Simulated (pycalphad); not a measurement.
Source of the numbers: pycalphad with the COST 507 light-alloy database (1999); pressure 1 atm. These are 1990s assessments: newer ones move some temperatures and phases.

Molar enthalpy of Al-9.251Si (wt.%) in equilibrium (SER reference):

```
T (K)  H (kJ/mol)              phases
-----  ----------  ------------------
1850        59.83              liquid
1770        57.32              liquid
1690        54.81              liquid
1610        52.30              liquid
1530        49.79              liquid
1450        47.29              liquid
1370        44.78              liquid
1290        42.27              liquid
1210        39.76              liquid
1130        37.26              liquid
1050        34.75              liquid
970         32.25              liquid
930         31.00              liquid
890         29.77              liquid
850         15.84  fcc + diamond (Si)
810         14.41  fcc + diamond (Si)
730         11.77  fcc + diamond (Si)
650          9.33  fcc + diamond (Si)
570          7.04  fcc + diamond (Si)
```

Cooling from 890 K to 850 K, across the freezing range, releases 13.9 kJ/mol, or 514 J/g. The slope is 31 J/(mol K) in the liquid and 36 J/(mol K) just below the solidus, where it includes any heat of precipitation. Liquidus 874 K, solidus 850 K. Changes were sought between steps of 40 K, so a narrower field can be missed.
